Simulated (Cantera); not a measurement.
Mixture: 33.5 % H2, 14.0 % O2, 52.6 % N2, equivalence ratio 1.2, at 21800 Torr, adiabatic and at constant volume. Ignition delay is the time to a rise of 400 K.

Detailed kinetics in Cantera: the H2/O2 subset of GRI-Mech 3.0, which has no nitrogen chemistry. The hydrogen kinetics of GRI-Mech 3.0 are dated; newer H2 mechanisms differ, most at raised pressure. The pressure lies above the range GRI-Mech 3.0 was tuned for (to about 10 atm).

**Question.** Predict: delay at 1075 K; delay at 1225 K; delay at 1375 K; delay at 1525 K; delay at 1675 K; apparent activation energy between 1525 and 1675 K.

**Answer.** delay at 1075 K: 0.916 ms
delay at 1225 K: 65.2 µs
delay at 1375 K: 4.42 µs
delay at 1525 K: 0.626 µs
delay at 1675 K: 0.305 µs
apparent activation energy between 1525 and 1675 K: 100 kJ/mol
